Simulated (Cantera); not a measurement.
A perfectly stirred reactor is fed with 81.2 % NO, 18.7 % N2, 0.122 % H2O, at 1.20 bar; it is held at 2175 K, and followed from long to short residence time.

Detailed kinetics in Cantera: GRI-Mech 3.0 (53 species, 325 reactions).

x: mole fraction; the columns are a selection and need not sum to one.

```
τ (s)     x NO  x N2O     x NO2   x N2       x O    x O2
------  ------  -----  --------  -----  --------  ------
3.7     0.0477    [?]   9.27e-5  0.568   0.00131   0.381
1.9     0.0693    [?]  0.000133  0.558   0.00129   0.370
0.98     0.103    [?]  0.000193  0.541   0.00126   0.353
0.50     0.157    [?]  0.000283  0.514   0.00122   0.326
0.26     0.235    [?]  0.000398  0.475   0.00114   0.287
0.13     0.348    [?]  0.000529  0.418   0.00104   0.231
0.068    0.470    [?]  0.000617  0.357  0.000900   0.170
0.035    0.590    [?]  0.000631  0.297  0.000743   0.110
0.018    0.682    [?]  0.000571  0.251  0.000591  0.0639
0.0091   0.743    [?]  0.000474  0.221  0.000460  0.0338
```

Q: Fill in the missing entries.

A: 
- 3.7, x N2O: 1.60e-6
- 1.9, x N2O: 2.65e-6
- 0.98, x N2O: 5.11e-6
- 0.50, x N2O: 1.11e-5
- 0.26, x N2O: 2.43e-5
- 0.13, x N2O: 5.33e-5
- 0.068, x N2O: 9.88e-5
- 0.035, x N2O: 0.000159
- 0.018, x N2O: 0.000216
- 0.0091, x N2O: 0.000258
